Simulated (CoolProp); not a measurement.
Carbonyl sulfide at 614.68 K and 1.1 MPa is throttled through a valve to 0.0372 MPa with no heat exchange. Each further row changes one setting.

Model: reference Helmholtz-energy equation of state, Lemmon 2006, in CoolProp. It is a short technical equation, of lower accuracy than the large ones.

| case | temperature change (K) | final density (kg/m³) |
|---|---|---|
| as stated | -4.3 | [?] |
| outlet pressure 0.0112 MPa | -4.4 | [?] |
| outlet pressure 0.0484 MPa | -4.3 | [?] |

**Question.** Some entries are withheld; supply them.

**Answer.** 
- as stated, final density (kg/m³): 0.441
- outlet pressure 0.0112 MPa, final density (kg/m³): 0.133
- outlet pressure 0.0484 MPa, final density (kg/m³): 0.573
